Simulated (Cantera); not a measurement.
Charge: 1 mol SiHCl3, 0.6 mol HCl, 29 mol N2, at 1025 K and 10000 Pa.

Equilibrium computed with Cantera from the NASA thermochemical tables; the gas is ideal and each condensed phase is pure. Candidate condensed phases: NH4Cl, Si, Si3N4; 28 gas species. N2 is the only nitrogen source here; it is nearly inert below about 1500 K, so the nitride shown seldom forms there in practice. The tables' values for SiCl3 are old estimates; treat these amounts as uncertain. Equilibrium is a limit: real reactors are often held back by kinetics, nucleation or transport.

Base state: N2 0.934, HCl 0.0424, SiCl4 0.0186, H2 0.00480, SiCl3 1.97e-5, SiHCl3 1.81e-5 (mole fractions); condensed: Si3N4(s).

**Question.** What changes in the equilibrium state with this change: N2 from 29 to 79 mol?

**Answer.** 
```json
[
 {"species": "N2", "before": "0.934", "after": "0.975"},
 {"species": "HCl", "before": "0.0424", "after": "0.0172"},
 {"species": "SiCl4", "before": "0.0186", "after": "0.00683"},
 {"species": "SiHCl3", "before": "1.81e-5", "after": "4.39e-6"},
 {"species": "H2", "before": "0.00480", "after": "0.00129"},
 {"species": "Si3N4(s), mol", "before": "0.142", "after": "0.149"}
]
```
